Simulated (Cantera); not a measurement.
Feed: 1 mol SiH₄, 2.8 mol H₂O, 1.6 mol N₂, 1.1 mol CO₂, equilibrated at 0.133 bar.

Equilibrium computed with Cantera from the NASA thermochemical tables; the gas is ideal and each condensed phase is pure. Candidate condensed phases: C, C₆H₆, C₇H₈, C₈H₁₈, H₂O, Si, SiC, SiO₂, Si₂N₂O, Si₃N₄; 151 gas species. The numbers say what is thermodynamically allowed, not how fast it happens. All values below are at 750 °C.

Base state: H₂ 0.441, N₂ 0.213, H₂O 0.199, CO 0.0923, CO₂ 0.0544, CH₄ 1.45e-5 (mole fractions); condensed: SiO₂(β-quartz).

What changes in the equilibrium state with this change: SiH₄ replaced by TEOS?


```
species               before    after
-------------------  -------  -------
H₂                     0.441    0.593
CO                    0.0923    0.316
N₂                     0.213   0.0759
H₂O                    0.199  0.00683
CO₂                   0.0544  0.00475
CH₄                  1.45e-5  0.00352
SiO₂(β-quartz), mol     1.00     1.00
C(graphite), mol           0     2.27
```
The feed counts by its element totals alone.
